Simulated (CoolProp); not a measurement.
R365MFC at 392.66 K and 0.563 MPa is compressed adiabatically to 2.71 MPa with isentropic efficiency 0.85. Each further row changes one setting.

The numbers come from the reference Helmholtz-energy equation of state, Lemmon 2016 in CoolProp.

```json
[
 {"case": "as stated", "work (kJ/kg)": "31.7", "final temperature (K)": "451.0", "final density (kg/m³)": "205"},
 {"case": "efficiency 1", "work (kJ/kg)": "27.0", "final temperature (K)": "449.4", "final density (kg/m³)": "215"},
 {"case": "efficiency 0.65", "work (kJ/kg)": "41.5", "final temperature (K)": "455.0", "final density (kg/m³)": "188"}
]
```
